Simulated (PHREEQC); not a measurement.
# Leach liquor: speciation

Solution (45 °C): 0.0072 mol/kgw H2SO4, 3.3e-05 mol/kgw FeSO4 and 0.0017 mol/kgw Na2SO4. Closed to the air; pH follows from the charge balance.

Model: Pitzer model, pitzer.dat, run in PHREEQC.

No solid was allowed to form.

**Question.** Estimate the pH.

**Answer.** pH 2.06.

**Question.** In which forms is S present?

**Answer.** SO4-2 52 %, HSO4- 48 % of the S.

At this temperature some constants are extrapolated from 25 °C, and those without enthalpy data are left unchanged.
